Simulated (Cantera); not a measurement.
A Cantera script and its output.

```python
import numpy as np
import cantera as ct

gas = ct.Solution("gri30.yaml")
gas.TPX = 525, 56000, {'CH4': 1, 'O2': 4.65, 'N2': 17.5}
inlet = ct.Reservoir(gas, clone=True)
gas.equilibrate("HP")  # start burning
reactor = ct.IdealGasConstPressureReactor(gas, energy="on", clone=False)
exhaust = ct.Reservoir(gas, clone=True)
tau = [0.026, 0.013, 0.0069, 0.0036, 0.0019, 0.00098, 0.00051, 0.00027, 0.00014, 7.3e-05, 3.8e-05][0]
for a, b in ((inlet, reactor), (reactor, exhaust)):
    ct.MassFlowController(a, b, mdot=lambda t: reactor.mass / tau)
net = ct.ReactorNet([reactor])
show = ['CH4', 'O2', 'C2H2', 'N2O', 'OH']

rows = []
print(f"{'tau/s':>10s}{'T/K':>9s}" + "".join(f"{s:>11s}" for s in show))
for tau in [0.026, 0.013, 0.0069, 0.0036, 0.0019, 0.00098, 0.00051, 0.00027, 0.00014, 7.3e-05, 3.8e-05]:
    net.initial_time = 0.0
    net.advance(30 * tau)
    before = gas.X
    net.advance(40 * tau)
    drift = np.max(np.abs(gas.X - before) / (gas.X + 1e-9))
    rows.append([gas.T, *gas[show].X, drift])
    print(f"{tau:10.3e}{gas.T:9.1f}" + "".join(f"{x:11.3e}" for x in gas[show].X))
```

Output:

```
     tau/s      T/K        CH4         O2       C2H2        N2O         OH
 2.600e-02   1507.8  6.453e-05  1.147e-01  1.037e-09  5.238e-07  1.023e-03
 1.300e-02   1498.4  1.017e-04  1.149e-01  1.234e-09  4.543e-07  1.226e-03
 6.900e-03   1485.5  1.572e-04  1.154e-01  1.517e-09  3.871e-07  1.417e-03
 3.600e-03   1465.5  2.557e-04  1.162e-01  2.107e-09  3.179e-07  1.590e-03
 1.900e-03   1434.9  4.474e-04  1.178e-01  3.667e-09  2.479e-07  1.676e-03
 9.800e-04   1376.9  1.027e-03  1.217e-01  1.223e-08  1.567e-07  1.484e-03
 5.100e-04    525.0  4.320e-02  2.009e-01 -9.618e-21 -2.775e-21 -6.261e-26
 2.700e-04    525.0  4.320e-02  2.009e-01 -2.124e-24 -6.129e-25  2.472e-27
 1.400e-04    525.0  4.320e-02  2.009e-01 -1.342e-25 -3.872e-26  1.305e-27
 7.300e-05    525.0  4.320e-02  2.009e-01 -8.476e-27 -2.446e-27  6.304e-28
 3.800e-05    525.0  4.320e-02  2.009e-01 -5.354e-28 -1.545e-28  2.851e-28
```

Detailed kinetics in Cantera: GRI-Mech 3.0 (53 species, 325 reactions).
